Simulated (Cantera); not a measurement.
Charge: 1 mol c-C₄F₈, 0.4 mol HCl, held at 9.75 Torr.

Cantera equilibrium calculation (NASA polynomials, part measured and part estimated; ideal gas, pure solids and liquids). Candidate condensed phases: C, C₆H₆, C₇H₈, C₈H₁₈; 118 gas species. The feed counts by its element totals alone. Gases not in the tables: C₂F₆ and larger saturated fluorocarbons. Kinetics and transport are ignored. All values below are at 1200 K.

Base state: CF₄ 0.764, HF 0.129, Cl₂ 0.0546, HCl 0.0315, CClF₃ 0.0102, Cl 0.00969, CCl₂F₂ 0.000140 (mole fractions); condensed: C(graphite).

Problem. What changes in the equilibrium state with this change: HCl from 0.4 to 1.2 mol?

Solution. 
| species | before | after |
|---|---|---|
| CF₄ | 0.764 | 0.512 |
| HF | 0.129 | 0.252 |
| Cl₂ | 0.0546 | 0.113 |
| HCl | 0.0315 | 0.0978 |
| Cl | 0.00969 | 0.0140 |
| CClF₃ | 0.0102 | 0.0109 |
| CCl₂F₂ | 0.000140 | 0.000238 |
| C(graphite), mol | 2.07 | 2.21 |
